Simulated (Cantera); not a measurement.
# Silicon nitride deposition: SiF₄ + NH₃

Charge: 1 mol SiF₄, a varied amount of NH₃, held at 338 Torr.

These are equilibrium values from Cantera (NASA tables, ideal gas, pure condensed phases), not measurements of a reactor. Candidate condensed phases: Si, Si₃N₄; 37 gas species. The tables' values for SiF₂, SiF₃ are old estimates. Equilibrium is a limit: real reactors are often held back by kinetics, nucleation or transport.

**Question.** Map the stable condensed phases over T = 800, 900, 1000, 1100, 1200, 1300, 1400, 1500, 1600, 1700, 1800, 1900, 2000, 2100 K and n(NH₃) in mol = 4.3, 5.1, 6.2, 7.5, 9, 11, 13, 16, 19, 23, 28, 34.

**Answer.** 
```
T in K \ n(NH₃) in mol
         4.3 5.1 6.2 7.5   9  11  13  16  19  23  28  34
   2100    A   A   A   A   A   A   A   A   A   A   A   A
   2000    A   A   A   A   A   A   A   A   A   A   A   A
   1900    A   A   A   A   A   A   A   A   A   A   A   A
   1800    A   A   A   A   A   A   A   A   A   A   A   A
   1700    A   A   A   A   A   A   A   A   A   A   A   B
   1600    A   A   A   A   A   A   A   B   B   B   B   B
   1500    A   A   A   A   B   B   B   B   B   B   B   B
   1400    B   B   B   B   B   B   B   B   B   B   B   B
   1300    B   B   B   B   B   B   B   B   B   B   B   B
   1200    B   B   B   B   B   B   B   B   B   B   B   B
   1100    B   B   B   B   B   B   B   B   B   B   B   B
   1000    B   B   B   B   B   B   B   B   B   B   B   B
    900    B   B   B   B   B   B   B   B   B   B   B   B
    800    A   A   B   B   B   B   B   B   B   B   B   B
```
A: gas only; B: Si₃N₄.
